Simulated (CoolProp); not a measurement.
Properties of R1233zd(E) along the isotherm 450 K (Tc = 438.9 K, pc = 35.83 bar, ω = 0.304).

Computed with CoolProp (reference Helmholtz-energy equation of state, Akasaka 2022).

```tsv
p (bar)	phase	density (kg/m³)	isothermal compressibility (1/MPa)
1.38	gas	4.875	7.340
2.76	gas	9.878	3.720
4.13	gas	14.98	2.520
5.51	gas	20.27	1.917
6.89	gas	25.71	?
8.27	gas	31.32	?
9.65	gas	37.11	1.149
11	gas	42.96	1.026
12.4	gas	49.24	0.9275
13.8	gas	?	0.8505
15.2	gas	62.52	0.7891
16.5	gas	69.06	0.7426
17.9	gas	76.40	0.7015
```

**Question.** Complete the blanks.

**Answer.** 
- 6.89, isothermal compressibility (1/MPa): 1.557
- 8.27, isothermal compressibility (1/MPa): 1.318
- 13.8, density (kg/m³): 55.75
